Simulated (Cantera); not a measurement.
Stirred combustor or abatement burner

A perfectly stirred reactor is fed with CO : H₂ : O₂ : N₂ = 1 : 0.036 : 0.324 : 1.22 (molar parts), at 500000 Pa; it is adiabatic with a 448 K inlet, and is followed from long to short residence time, starting on the burning branch (τ in s: 0.032, 0.016, 0.0083, 0.0042, 0.0022, 0.0011, 0.00056, 0.00029, 0.00015, 7.5e-05, 3.8e-05, 1.9e-05, 9.9e-06).

Detailed kinetics in Cantera: GRI-Mech 3.0 (53 species, 325 reactions). The hydrogen kinetics of GRI-Mech 3.0 are dated; newer H2 mechanisms differ, most at raised pressure.

| τ (s) | T (K) | x CO | x H₂ | x O₂ | x H₂O | x NO |
|---|---|---|---|---|---|---|
| 0.032 | 2425 | 0.173 | 0.00148 | 0.000820 | 0.0138 | 0.000818 |
| 0.016 | 2416 | 0.174 | 0.00148 | 0.00123 | 0.0136 | 0.000873 |
| 0.0083 | 2403 | 0.175 | 0.00148 | 0.00191 | 0.0134 | 0.000905 |
| 0.0042 | 2381 | 0.178 | 0.00149 | 0.00306 | 0.0130 | 0.000882 |
| 0.0022 | 2349 | 0.181 | 0.00152 | 0.00477 | 0.0126 | 0.000784 |
| 0.0011 | 2300 | 0.186 | 0.00155 | 0.00740 | 0.0120 | 0.000607 |
| 0.00056 | 2235 | 0.193 | 0.00161 | 0.0108 | 0.0113 | 0.000423 |
| 0.00029 | 2153 | 0.201 | 0.00166 | 0.0148 | 0.0105 | 0.000286 |
| 0.00015 | 2053 | 0.210 | 0.00171 | 0.0194 | 0.00959 | 0.000202 |
| 7.5e-5 | 1927 | 0.222 | 0.00173 | 0.0251 | 0.00862 | 0.000147 |
| 3.8e-5 | 1769 | 0.238 | 0.00170 | 0.0336 | 0.00807 | 9.29e-5 |
| 1.9e-5 | 448 | 0.388 | 0.0140 | 0.126 | <1e-12 | <1e-12 |
| 9.9e-6 | 448 | 0.388 | 0.0140 | 0.126 | <1e-12 | <1e-12 |
x: mole fraction; the columns are a selection and need not sum to one.
